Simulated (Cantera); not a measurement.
Standard-state values (1 bar) from the NASA 1993 polynomials, evaluated with Cantera. Values are per mole of reaction as written; species without (g) are pure solids or liquids, kept so even where they would boil at 1 bar.

N2(g) + PbO(g) ⇌ Pb + N2O(g)

```
T (K)  ΔH° (kJ)  ΔS° (J/K)  ΔG° (kJ)  log10 K
-----  --------  ---------  --------  -------
848        22.1     -128.5     131.1    -8.07
873           …          …         …        …
898        22.8     -127.7     137.5    -8.00
923        23.2     -127.3     140.7    -7.96
948           …          …         …        …
973        23.9     -126.5     147.0    -7.89
998        24.3     -126.1     150.2    -7.86
1023       24.7     -125.7     153.3    -7.83
1048          …          …         …        …
```

### Question
Complete the blanks.

### Answer

- 873, ΔH° (kJ): 22.5
- 873, ΔS° (J/K): -128.1
- 873, ΔG° (kJ): 134.3
- 873, log10 K: -8.04
- 948, ΔH° (kJ): 23.6
- 948, ΔS° (J/K): -126.9
- 948, ΔG° (kJ): 143.9
- 948, log10 K: -7.93
- 1048, ΔH° (kJ): 25.1
- 1048, ΔS° (J/K): -125.4
- 1048, ΔG° (kJ): 156.5
- 1048, log10 K: -7.80
